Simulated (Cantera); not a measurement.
Charge: 1 mol Ta2O5, 1.7 mol C, 0.27 mol CO, 0.46 mol CH4, equilibrated at 1623.15 K.

Equilibrium computed with Cantera from the NASA thermochemical tables; the gas is ideal and each condensed phase is pure. Candidate condensed phases: C, C6H6, C7H8, C8H18, H2O, Ta, TaC, Ta2O5; 113 gas species. Mutual solubility and eutectic melting of coexisting phases are not modelled. TaC: taken at fixed stoichiometry. Condensed phases not in the tables: Ta2C. Rates play no part.

x: gas mole fraction; n: condensed amount in mol.

```csv
P (Pa),x CO,x H2,x H,x H2O,x CO2,x CH4,x C2H2 (acetylene),n TaC(s),n Ta2O5(s)
10,0.662,0.334,0.00400,0.000136,8.71e-5,2.03e-12,<1e-12,0.617,0.691
36,0.662,0.335,0.00211,0.000197,0.000126,1.84e-11,1.10e-12,0.617,0.691
130,0.663,0.336,0.00111,0.000285,0.000182,1.66e-10,6.89e-12,0.618,0.691
460,0.663,0.336,0.000592,0.000410,0.000261,1.45e-9,4.20e-11,0.618,0.691
1700,0.663,0.336,[?],[?],[?],[?],[?],0.618,0.691
6000,0.663,0.336,0.000164,0.000853,0.000543,1.19e-7,1.64e-9,0.618,0.691
22000,0.662,0.336,8.55e-5,0.00124,0.000786,1.10e-6,1.05e-8,0.619,0.691
77000,0.662,0.335,4.57e-5,0.00176,0.00112,9.39e-6,6.28e-8,0.619,0.690
280000,0.661,0.334,[?],[?],[?],[?],[?],0.620,0.690
1000000,0.661,0.333,1.26e-5,0.00364,0.00233,0.000748,2.42e-6,0.621,0.689
```

Some entries are withheld; supply them.


- 1700, x H: 0.000308
- 1700, x H2O: 0.000595
- 1700, x CO2: 0.000379
- 1700, x CH4: 1.37e-8
- 1700, x C2H2 (acetylene): 2.71e-10
- 280000, x H: 2.39e-5
- 280000, x H2O: 0.00254
- 280000, x CO2: 0.00162
- 280000, x CH4: 8.54e-5
- 280000, x C2H2 (acetylene): 3.95e-7
